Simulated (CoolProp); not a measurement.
Vapour-liquid equilibrium of fluoroethane (R161) (1) + R227EA (2) at -49.65 °C; x and y are mole fractions of (1).

Model: multi-fluid Helmholtz-energy mixture model, Wu 2012 and Lemmon 2016; pair parameters Bell 2016, in CoolProp.

```tsv
x	bubble pressure, mixture model (kPa)	bubble pressure, Raoult's law (kPa)	y, mixture model	y, Raoult's law
0.05	18.72	20.36	0.066	0.138
0.2	…	26.01	0.331	0.432
0.35	…	31.66	0.592	0.621
0.5	…	37.31	0.772	0.752
0.65	…	42.96	…	0.849
0.8	…	48.61	0.946	0.924
0.95	53.89	54.26	…	0.983
```

Question: Complete the blanks.

Answer: 
- 0.2, bubble pressure, mixture model (kPa): 21.03
- 0.35, bubble pressure, mixture model (kPa): 25.84
- 0.5, bubble pressure, mixture model (kPa): 32.45
- 0.65, bubble pressure, mixture model (kPa): 39.76
- 0.65, y, mixture model: 0.880
- 0.8, bubble pressure, mixture model (kPa): 47.00
- 0.95, y, mixture model: 0.989

The largest gap from Raoult's law is -19.1 % in bubble pressure, at x = 0.2. No azeotrope shows between x = 0.05 and 0.95.

The pair parameters rest on a limited set of measurements; away from them the model extrapolates.
